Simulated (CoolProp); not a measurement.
Vapour-liquid equilibrium of acetone (1) + n-heptane (2) at 28.55 °C; x and y are mole fractions of (1).

Computed with CoolProp (multi-fluid Helmholtz-energy mixture model, Lemmon 2006 and Span 2003; pair parameters Bell 2016).

Give the bubble pressure and the first vapour's composition at x = 0.05, 0.35, 0.8. Is there an azeotrope?

x = 0.05: 0.01468 MPa, y = 0.525; x = 0.35: 0.03254 MPa, y = 0.821; x = 0.8: 0.03566 MPa, y = 0.870. y crosses x between x = 0.8 and 0.95: the model has an azeotrope there.

The pair parameters rest on a limited set of measurements; away from them the model extrapolates. With so large a gap from Raoult's law the liquid may split in two, which this calculation doesn't test in full.
